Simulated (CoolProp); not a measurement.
Vapour-liquid equilibrium of C2F6 (R116) (1) + R134a (2) at 202.7 K; x and y are mole fractions of (1).

Computed with CoolProp (multi-fluid Helmholtz-energy mixture model, Lemmon 2006 and Tillner-Roth 1994; pair parameters Bell 2016).

Q: Give the bubble pressure and the first vapour's composition at x = 0.125, 0.2, 0.275. Is there an azeotrope?

A: x = 0.125: 87.68 kPa, y = 0.917; x = 0.2: 110.7 kPa, y = 0.936; x = 0.275: 122.8 kPa, y = 0.944. No azeotrope shows between x = 0.05 and 0.95.

Pair parameters are fitted to limited data, so mixtures are less certain than the pure fluids. With so large a gap from Raoult's law the liquid may split in two, which this calculation doesn't test in full.
